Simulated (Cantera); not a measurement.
Input: 1 mol BN, 28 mol H₂O, at 2123 K and 0.0293 Torr.

Method: chemical equilibrium by Gibbs-energy minimisation in Cantera with the NASA 1993 tables (ideal gas, pure condensed phases). Candidate condensed phases: B, BN, B₂O₃, B₃O₃H₃, H₂O; 39 gas species. Kinetics and transport are ignored.

Base state: H₂O 0.373, H 0.229, H₂ 0.159, O 0.0676, O₂ 0.0672, OH 0.0663, HBO₂ 0.0190, N₂ 0.0119 (mole fractions); condensed: gas only.

**Question.** What changes in the equilibrium state with this change: BN replaced by AlN?

**Answer.** 
```csv
species,before,after
H₂O,0.373,0.386
H,0.229,0.232
H₂,0.159,0.163
HBO₂,0.0190,0
BO₂,0.00407,0
O₂,0.0672,0.0691
OH,0.0663,0.0680
O,0.0676,0.0686
N₂,0.0119,0.0121
AlO₂H,0,0.000150
BO,0.00126,0
B₂O₃,0.000121,0
HBO,6.75e-5,0
AlO,0,4.09e-5
"Al₂O₃(s), mol",0,0.496
```
The tables' values for AlOH are old estimates; treat these amounts as uncertain. Further candidate phases: Al, AlN, Al₂O₃.

**Question.** What changes in the equilibrium state with this change: temperature from 2123 K to 1450 K?

**Answer.** 
```
species    before     after
-------  --------  --------
H₂O         0.373     0.896
H₂          0.159    0.0516
HBO₂       0.0190    0.0344
H           0.229  0.000344
O          0.0676   8.47e-7
O₂         0.0672   6.93e-6
OH         0.0663  0.000143
N₂         0.0119    0.0172
BO        0.00126   1.47e-7
NO       0.000734   8.08e-7
```
